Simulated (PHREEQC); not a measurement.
Consider water at 25 °C with 7.8e-05 mol PbCl2 and 0.055 mol NaNO3 per kg of water. Closed to the air; pH follows from the charge balance.

All values are PHREEQC results (ion-association model, phreeqc.dat), not measurements.

Precipitation was switched off in this run.

**Question.** Predict the pH, specific conductance, density.

**Answer.** pH 6.14; specific conductance 5790 µS/cm; density 1.000 g/cm³.

**Question.** In which forms is Pb present?

**Answer.** Pb+2 73 %, PbNO3+ 26 %, PbOH+ 1.1 % of the Pb.

Complexes and solids missing from the database can't appear.
